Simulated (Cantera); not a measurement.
What does this Cantera script print?

```python
import numpy as np
import cantera as ct

gas = ct.Solution("gri30.yaml")


def delay(T, t_max=10):
    gas.TPX = T, 3600000, {'C3H8': 1, 'O2': 5.75, 'N2': 21.6}
    reactor = ct.IdealGasConstPressureReactor(gas, clone=False)
    net = ct.ReactorNet([reactor])
    net.rtol, net.atol = 1e-8, 1e-16
    while net.time < t_max:
        t_old, T_old = net.time, reactor.T
        net.step()
        if reactor.T > T + 400:  # ignition: a rise of 400 K
            return t_old + (T + 400 - T_old) / (reactor.T - T_old) * (net.time - t_old)
    return np.nan


taus = []
for T in [1000, 1075, 1150, 1225, 1300, 1375, 1450, 1525]:
    taus.append(delay(T))
    print(f"T0 = {T:6g} K   tau = {taus[-1]:.4e} s")
```

It prints:

```
T0 =   1000 K   tau = 1.8540e-02 s
T0 =   1075 K   tau = 4.6546e-03 s
T0 =   1150 K   tau = 1.3063e-03 s
T0 =   1225 K   tau = 3.9350e-04 s
T0 =   1300 K   tau = 1.2644e-04 s
T0 =   1375 K   tau = 4.4124e-05 s
T0 =   1450 K   tau = 1.7120e-05 s
T0 =   1525 K   tau = 7.4835e-06 s
```

Cantera simulation using GRI-Mech 3.0 (53 species, 325 reactions); the numbers are that mechanism's predictions, not measurements. GRI-Mech 3.0 was tuned for natural gas; its chemistry of propane as a main component is partial and can be far from experiment. The pressure lies above the range GRI-Mech 3.0 was tuned for (to about 10 atm).
